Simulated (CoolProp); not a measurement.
Vapour-liquid equilibrium of ethane (1) + hydrogen chloride (2) at 0.0565 MPa; x and y are mole fractions of (1).

Values from CoolProp's multi-fluid Helmholtz-energy mixture model, Bücker 2006 and Thol 2018; pair parameters Bell 2016.

### Question
Give the bubble temperature and the first vapour's composition at x = 0.2, 0.35, 0.5. Is there an azeotrope?

### Answer
x = 0.2: 169.7 K, y = 0.509; x = 0.35: 169.2 K, y = 0.542; x = 0.5: 169.1 K, y = 0.550. y crosses x between x = 0.5 and 0.65: the model has an azeotrope there.

Pair parameters are fitted to limited data, so mixtures are less certain than the pure fluids.
